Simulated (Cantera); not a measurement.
Input: 1 mol AlCl3, 2.3 mol NH3, 6.5 mol H2, at 1325 K and 0.0133 bar.

Equilibrium computed with Cantera from the NASA thermochemical tables; the gas is ideal and each condensed phase is pure. Candidate condensed phases: Al, AlCl3, AlN, NH4Cl; 20 gas species. The tables' values for AlCl2 are old estimates; treat these amounts as uncertain. Kinetics and transport are ignored.

Base state: H2 0.778, HCl 0.0864, N2 0.0809, AlCl3 0.0528, AlCl2 0.00117, AlCl 0.000425, H 1.25e-5 (mole fractions); condensed: AlN(s).

Problem. What changes in the equilibrium state with this change: H2 from 6.5 to 130 mol?

Solution. 
```csv
species,before,after
H2,0.778,0.975
HCl,0.0864,0.0178
N2,0.0809,0.00564
AlCl3,0.0528,0.00125
AlCl2,0.00117,0.000150
AlCl,0.000425,0.000296
H,1.25e-5,1.40e-5
"AlN(s), mol",0.341,0.770
```
